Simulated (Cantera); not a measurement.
**N2O furnace oxynitridation**

A perfectly stirred reactor is fed with N2O : N2 = 1 : 3.4 (molar parts), at 1.00 bar; it is held at 1273 K, and followed from long to short residence time.

Detailed kinetics in Cantera: GRI-Mech 3.0 (53 species, 325 reactions). GRI-Mech 3.0 was tuned for natural gas; its chemistry of N2O as a main component is partial and can be far from experiment. The mechanism lacks the step 2 NO + O2 → 2 NO2, which can matter for NO2 below about 1400 K. The temperature is held fixed by assumption; the heat of reaction is taken as removed at once.

```
τ (s)     x N2O   x N2      x O2      x NO     x NO2
-------  ------  -----  --------  --------  --------
1.0      0.0778  0.848    0.0601    0.0137  0.000132
0.27      0.143  0.814    0.0330   0.00911   8.65e-5
0.073     0.194  0.789    0.0128   0.00384   3.48e-5
0.020     0.217  0.778   0.00398   0.00123   9.60e-6
0.0053    0.224  0.774   0.00110  0.000343   1.73e-6
0.0014    0.227  0.773  0.000289   9.11e-5   1.95e-7
0.00039   0.227  0.773   7.79e-5   2.46e-5   1.68e-8
0.00010   0.227  0.773   1.75e-5   5.50e-6  8.94e-10
```
x: mole fraction; the columns are a selection and need not sum to one.
